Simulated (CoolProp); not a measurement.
Vapour-liquid equilibrium of R1234yf (1) + R227EA (2) at 269.7 K; x and y are mole fractions of (1).

The numbers come from the multi-fluid Helmholtz-energy mixture model, Lemmon 2022 and Lemmon 2016; pair parameters Bell 2016 in CoolProp.

```tsv
x	bubble pressure, mixture model (MPa)	bubble pressure, Raoult's law (MPa)	y, mixture model	y, Raoult's law
0.05	0.1771	0.1769	0.078	0.079
0.125	0.1856	0.1850	0.186	0.190
0.2	0.1938	0.1932	0.284	0.290
0.275	0.2020	0.2014	0.374	0.383
0.35	0.2101	0.2096	0.458	0.468
0.425	0.2182	0.2178	0.536	0.547
0.5	0.2263	0.2260	0.609	0.621
0.575	0.2343	0.2341	0.677	0.689
0.65	0.2424	0.2423	0.742	0.752
0.725	0.2505	0.2505	0.803	0.812
0.8	0.2586	0.2587	0.861	0.867
0.875	0.2668	0.2669	0.915	0.920
0.95	0.2750	0.2751	0.967	0.969
```

The largest gap from Raoult's law is +0.3 % in bubble pressure, at x = 0.2. No azeotrope shows between x = 0.05 and 0.95.

Pair parameters are fitted to limited data, so mixtures are less certain than the pure fluids.
